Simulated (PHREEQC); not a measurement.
HF is added in steps, without added water, to 1 kg of water holding 0.0039 mol K2SO4, at 25 °C. O2 is buffered at 0.21 atm. CO2 from the air is kept out. No solid was allowed to form.

Base run: PHREEQC, ion-association model, phreeqc.dat. Each further column changes one thing. The table gives HSO4- (mol/kgw).

| HF added (mol) | base | database wateq4f.dat | Davies equation for every ion | Debye-Hückel limiting law | all activity coefficients set to 1 |
|---|---|---|---|---|---|
| 0 | 2.42e-8 | 2.41e-8 | 2.39e-8 | 2.29e-8 | 3.10e-8 |
| 0.001 | 0.000118 | 0.000117 | 0.000116 | 0.000110 | 0.000154 |
| 0.002 | 0.000187 | 0.000186 | 0.000184 | 0.000175 | 0.000243 |
| 0.004 | 0.000285 | 0.000283 | 0.000280 | 0.000267 | 0.000367 |
| 0.005 | 0.000323 | 0.000321 | 0.000318 | 0.000304 | 0.000416 |
| 0.006 | 0.000358 | 0.000355 | 0.000352 | 0.000336 | 0.000459 |
| 0.007 | 0.000389 | 0.000385 | 0.000383 | 0.000365 | 0.000498 |
| 0.009 | 0.000444 | 0.000439 | 0.000437 | 0.000417 | 0.000568 |
| 0.01 | 0.000469 | 0.000463 | 0.000462 | 0.000441 | 0.000599 |
| 0.011 | 0.000493 | 0.000485 | 0.000485 | 0.000463 | 0.000629 |
| 0.012 | 0.000515 | 0.000506 | 0.000507 | 0.000483 | 0.000656 |
| 0.014 | 0.000556 | 0.000545 | 0.000547 | 0.000522 | 0.000708 |
| 0.015 | 0.000576 | 0.000563 | 0.000566 | 0.000540 | 0.000732 |
| 0.016 | 0.000594 | 0.000581 | 0.000585 | 0.000558 | 0.000755 |

 phreeqc.dat and wateq4f.dat share most of their constants, so their agreement is no independent check.
